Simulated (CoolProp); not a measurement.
Saturation properties of hydrogen chloride.

Computed with CoolProp (reference Helmholtz-energy equation of state, Thol 2018).

| T (K) | p (kPa) | vapour density (kg/m³) | enthalpy of vaporisation (kJ/kg) | liquid cp (kJ/(kg K)) |
|---|---|---|---|---|
| 207 | 265.3 | 5.956 | 422.3 | 1.679 |
| 210.2 | 306.6 | 6.821 | 418.4 | 1.684 |
| 213.5 | 354.3 | 7.812 | 414.2 | 1.690 |
| 216.8 | 407.5 | 8.911 | 409.9 | 1.697 |
| 220.1 | 466.6 | 10.13 | 405.5 | 1.705 |
| 223.3 | 529.8 | 11.42 | 401.2 | 1.713 |
| 226.6 | 601.7 | 12.89 | 396.5 | 1.722 |
| 229.9 | 680.7 | 14.51 | 391.7 | 1.733 |
| 233.2 | 767.2 | 16.27 | 386.8 | 1.744 |
| 236.4 | 858.7 | 18.15 | 381.9 | 1.756 |
| 239.7 | 961.4 | 20.25 | 376.6 | 1.770 |
| 243 | 1073 | 22.55 | 371.2 | 1.786 |
| 246.3 | 1194 | 25.06 | 365.6 | 1.803 |
| 249.5 | 1321 | 27.70 | 360.0 | 1.821 |
| 252.8 | 1462 | 30.66 | 354.0 | 1.841 |

It boils at 188.2 K under 1 atm.
